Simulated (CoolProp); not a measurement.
Computed with CoolProp (reference Helmholtz-energy equation of state, Lemmon 2006). It is a short technical equation, of lower accuracy than the large ones.

Give the vapour pressure (kPa), liquid density (kg/m³), enthalpy of vaporisation (kJ/kg), liquid cp (kJ/(kg K)) of saturated nitrous oxide at -60.15, -57.15 °C.


| T (°C) | p (kPa) | liquid density (kg/m³) | enthalpy of vaporisation (kJ/kg) | liquid cp (kJ/(kg K)) |
|---|---|---|---|---|
| -60.15 | 427 | 1140 | 340 | 1.77 |
| -57.15 | 485 | 1130 | 336 | 1.78 |
